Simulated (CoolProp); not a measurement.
The fluid at 208.43 K and 0.0213 MPa flows at 4.8 m/s in a round tube of 10 mm bore and 0.25 µm roughness, fully developed (64/Re and Nu = 3.66 if laminar; Colebrook and Gnielinski if turbulent). The same conditions are run with several fluids, on thermodynamics alone (safety and materials aside).

The numbers come from the reference Helmholtz-energy equation of state of each fluid (R125: Lemmon 2005; propylene: Lemmon 2013; normal hydrogen: Leachman 2009; R143a: Lemmon and Jacobsen 2000) in CoolProp.

```csv
fluid,Reynolds number,Darcy friction factor,pressure drop (Pa/m),heat-transfer coefficient (W/(m² K)),mass flow (kg/h)
R125,7940,0.0329,56.5,19.1,2.03
propylene,4240,0.0392,23.6,13.5,0.709
normal hydrogen,(withheld),0.374,(withheld),50.5,0.0336
R143a,6490,(withheld),42.0,16.3,1.42
```

### Question
What belongs in the gaps?

### Answer

- normal hydrogen, Reynolds number: 171
- normal hydrogen, pressure drop (Pa/m): 10.7
- R143a, Darcy friction factor: 0.0348

Transport values come from each fluid's own correlations; those of propylene, R143a are estimates that may be off by 10 % or more.
